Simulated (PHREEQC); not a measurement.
Synthetic water in mg/L, 69 °C, pH 1.92, pe 11.3:

```json
[
 {"constituent": "Na", "mg/L": "192"},
 {"constituent": "K", "mg/L": "44.8"},
 {"constituent": "Ca", "mg/L": "128"},
 {"constituent": "Mg", "mg/L": "15.6"},
 {"constituent": "Cl", "mg/L": "115"},
 {"constituent": "S(6) as SO4", "mg/L": "1960"},
 {"constituent": "F", "mg/L": "0.226"},
 {"constituent": "Si as SiO2", "mg/L": "1.44"},
 {"constituent": "Fe(3)", "mg/L": "87.2"},
 {"constituent": "Al", "mg/L": "1.94"},
 {"constituent": "B", "mg/L": "0.353"}
]
```

Valence states are taken as typed.

Computed with PHREEQC (ion-association model, wateq4f.dat).

No solid was allowed to form.

What ionic strength, charge-balance error does the model give?

ionic strength 0.0376 mol/kgw; charge-balance error 6.6 %.

In which forms is F present?

FeF+2 40 %, AlF+2 37 %, HF 20 %, AlF2+ 1.5 %, F- 0.6 % of the F.

Saturation is exceeded, for instance for Jarosite-K, Hematite (slow to form); the values hold only as long as no solid forms. Species that the database lacks are ignored. At this temperature some constants are extrapolated from 25 °C, and those without enthalpy data are left unchanged. SiF6-2 is the database's only silicon fluoride. Real BF4- forms and hydrolyses slowly; the run takes it at equilibrium. Fluoro complexes past AlF4- and FeF3 are missing from the database.
